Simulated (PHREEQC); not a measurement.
A solution holds 0.019 mol Ca(OH)2 per kg of water, at 25 °C. Closed to the air; pH follows from the charge balance.

Equilibrium calculation in PHREEQC: ion-association model, wateq4f.dat.

### Question
The ionic strength comes out as 0.0491 mol/kgw. What activity coefficients do Ca+2, CaOH+, OH- get?

### Answer
Ca+2 0.48, CaOH+ 0.83, OH- 0.81.

This is a speciation only: nothing precipitates in the calculation. Complexes and solids missing from the database can't appear.
